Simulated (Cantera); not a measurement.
Input: 1 mol CH3F, 0.47 mol HCl, equilibrated at 48.0 Pa.

These are equilibrium values from Cantera (NASA tables, ideal gas, pure condensed phases), not measurements of a reactor. Candidate condensed phases: C, C6H6, C7H8, C8H18; 135 gas species. Ions and electrons are included (thermal ionisation). Rates play no part.

x: gas mole fraction; nothing condenses.

| T (K) | x H | x F | x C | x HF | x Cl | x C3 | x C2 |
|---|---|---|---|---|---|---|---|
| 3000 | 0.582 | 0.0737 | 0.0436 | 0.133 | 0.0974 | 0.0459 | 0.0113 |
| 3500 | 0.584 | 0.161 | 0.158 | (withheld) | 0.0804 | (withheld) | (withheld) |
| 4000 | 0.584 | 0.168 | 0.168 | (withheld) | 0.0792 | (withheld) | (withheld) |
| 4500 | 0.584 | 0.168 | 0.168 | 0.000103 | 0.0791 | 4.29e-8 | 4.66e-5 |
| 5000 | 0.584 | 0.168 | 0.167 | 2.05e-5 | 0.0790 | 1.16e-9 | 8.93e-6 |

Question: What belongs in the gaps?

Answer: 
- 3500, x HF: 0.00958
- 3500, x C3: 0.00102
- 3500, x C2: 0.00446
- 4000, x HF: 0.000764
- 4000, x C3: 3.80e-6
- 4000, x C2: 0.000361
